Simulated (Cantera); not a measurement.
Cantera run:

```python
import numpy as np
import cantera as ct

gas_names = """
    H HO2 H2 H2O H2O2 O OH O2 O3 Pb PbO Pb2
""".split()
cond_names = """
    H2O(s) H2O(L) Pb(cr) Pb(L) PbO(rd) PbO(yw) PbO(L) PbO2(s) Pb3O4(s)
""".split()


# ... load() reads the species with a 1 bar reference pressure and builds the phases ...
atoms = {
    'PbO': {'Pb': 1, 'O': 1},
    'H2': {'H': 2},
}
top_T = {'Pb3O4(s)': 820}  # K; cautious upper limits of use, not melting points


# ... equilibrate(T, P, feed) seeds the gas with the atoms and calls Mixture.equilibrate('TP', solver="vcs", rtol=1e-11, max_steps=5000) ...
results = []
T = 1898  # K
P = 39  # Pa
for m in [49, 66, 89, 120, 160, 210, 290, 390, 520, 690, 930]:
    feed = {'PbO': 1, 'H2': m}  # mol
    mix = equilibrate(T, P, feed)
    results.append((T, P, feed, dict(zip(mix.species_names, mix.species_moles))))

top = {s: max(r[3][s] / sum(r[3][g] for g in gas_names) for r in results) for s in gas_names}
cols = sorted((s for s in top if top[s] > 0.001), key=lambda s: -top[s])[:5]
seen = [c for c in cond_names if any(r[3].get(c, 0) > 1e-12 for r in results)]
print("log10 of partial pressures in bar; condensed amounts in mol")
print(f"{'n(H2)':>10s}" + "".join(f"{s[:9]:>10s}" for s in cols + seen))
for T, P, feed, n in results:
    ng = sum(n[g] for g in gas_names)
    print(f"{feed['H2']:10.4g}" + "".join(f"{np.log10(max(n[s] / ng * P / 1e5, 1e-99)):10.3f}" for s in cols)
          + "".join(f"{n.get(c, 0):10.4g}" for c in seen))
```

Result:

```
log10 of partial pressures in bar; condensed amounts in mol
     n(H2)        H2         H        Pb       H2O
        49    -3.444    -4.829    -5.116    -5.118
        66    -3.439    -4.827    -5.243    -5.245
        89    -3.436    -4.825    -5.372    -5.373
       120    -3.433    -4.824    -5.500    -5.502
       160    -3.432    -4.823    -5.624    -5.626
       210    -3.430    -4.822    -5.742    -5.743
       290    -3.429    -4.822    -5.881    -5.883
       390    -3.428    -4.821    -6.010    -6.011
       520    -3.428    -4.821    -6.134    -6.136
       690    -3.427    -4.821    -6.257    -6.258
       930    -3.427    -4.821    -6.386    -6.388
```

Cantera equilibrium calculation (NASA polynomials, part measured and part estimated; ideal gas, pure solids and liquids).
